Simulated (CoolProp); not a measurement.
Decamethylcyclopentasiloxane (D5) along the isotherm 620 K: Z from the reference equation and from simpler models built on Tc = 618.3 K, pc = 1078 kPa, ω = 0.631; each cubic takes its own stable root.

Computed with CoolProp (reference Helmholtz-energy equation of state, Thol 2019).

| p (kPa) | phase | reference |
|---|---|---|
| 539 | gas | 0.7954 |
| 1620 | supercritical | 0.2351 |
| 2160 | supercritical | 0.2929 |
| 2690 | supercritical | 0.3505 |
| 3230 | supercritical | 0.4088 |
| 3770 | supercritical | 0.4664 |
| 4310 | supercritical | 0.5232 |
| 4850 | supercritical | 0.5794 |
| 5390 | supercritical | 0.6350 |

**Question.** How far does each simpler model (van der Waals, Redlich-Kwong, Soave-Redlich-Kwong) lie from the reference over these 9 states: mean and median of the absolute difference, and the worst?

**Answer.** 
- van der Waals: mean 40.2 %, median 43.8 %, worst +48.9 % at 620 K and 1620 kPa
- Redlich-Kwong: mean 14.3 %, median 14.2 %, worst +23.6 % at 620 K and 1620 kPa
- Soave-Redlich-Kwong: mean 14.6 %, median 14.4 %, worst +24.2 % at 620 K and 1620 kPa
